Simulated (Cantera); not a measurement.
Input: 1 mol CHF3, 0.016 mol HCl, 1.3 mol H2, equilibrated at 38.0 Pa.

These are equilibrium values from Cantera (NASA tables, ideal gas, pure condensed phases), not measurements of a reactor. Candidate condensed phases: C, C6H6, C7H8, C8H18; 118 gas species. Kinetics and transport are ignored.

Question: At 2223 K, list the 7 most abundant gas species with their mole fractions, and the condensed phases.

Answer: HF 0.868, H 0.0745, H2 0.0513, Cl 0.00238, HCl 0.00226, F 0.00117, C2H2 (acetylene) 0.000149. Condensed: C(graphite).
